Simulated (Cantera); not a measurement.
A closed system holds: 1 mol Si, 1.3 mol Cl₂, 13 mol H₂, held at 1375 K and 0.000890 bar.

These are equilibrium values from Cantera (NASA tables, ideal gas, pure condensed phases), not measurements of a reactor. Candidate condensed phases: Si; 19 gas species. The tables' values for SiCl₃ are old estimates; treat these amounts as uncertain. Equilibrium is a limit: real reactors are often held back by kinetics, nucleation or transport.

Base state: H₂ 0.857, HCl 0.105, SiCl₂ 0.0371, SiCl₃ 0.000755, H 0.000106, SiCl₄ 7.05e-5, SiHCl₃ 3.67e-5, Cl 1.08e-5 (mole fractions); condensed: Si(s).

What changes in the equilibrium state with this change: temperature from 1375 K to 575 K?


```
species       before    after
----------  --------  -------
H₂             0.857    0.951
SiCl₄        7.05e-5   0.0429
SiHCl₃       3.67e-5  0.00631
HCl            0.105  9.61e-5
SiCl₂         0.0371  3.71e-9
H           0.000106    <1e-9
Cl           1.08e-5    <1e-9
Si(s), mol     0.457    0.329
```
